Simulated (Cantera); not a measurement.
An isothermal, constant-pressure homogeneous reactor starts with C₂H₆ : N₂ = 1 : 18 (molar parts), at 1200 K and 0.132 atm. Integrator tolerance rtol = 1e-08.

Detailed kinetics in Cantera: GRI-Mech 3.0 (53 species, 325 reactions). GRI-Mech 3.0 stops at C3 and has no aromatics, soot or wall deposition, so with more carbon than oxygen in the feed, carbon stays in small species such as C2H2 where larger ones or solid carbon would form.

```csv
quantity,before,after
x(C₂H₆) at 10.0 s,1.19e-5 (gas-phase equilibrium 2.79e-6),4.22e-6 (gas-phase equilibrium 5.94e-8)
x(HCN) at 10.0 s,3.15e-10 (gas-phase equilibrium 0.0429),1.96e-9 (gas-phase equilibrium 0.0482)
x(H₂) at 10.0 s,0.0768 (gas-phase equilibrium 0.0710),0.0626 (gas-phase equilibrium 0.0912)
x(C₂H₄) at 10.0 s,0.00843 (gas-phase equilibrium 0.00194),0.0192 (gas-phase equilibrium 0.000322)
x(H) at 10.0 s,4.48e-7 (gas-phase equilibrium 1.45e-7),5.25e-7 (gas-phase equilibrium 5.20e-7)
```

Q: What was changed between the two runs?
(A) N2 18 to 34 parts
(B) pressure from 0.132 atm to 0.0132 atm
(C) C2H6 1 to 2.5 parts
(D) pressure from 0.132 atm to 0.000760 atm

A: B, pressure from 0.132 atm to 0.0132 atm
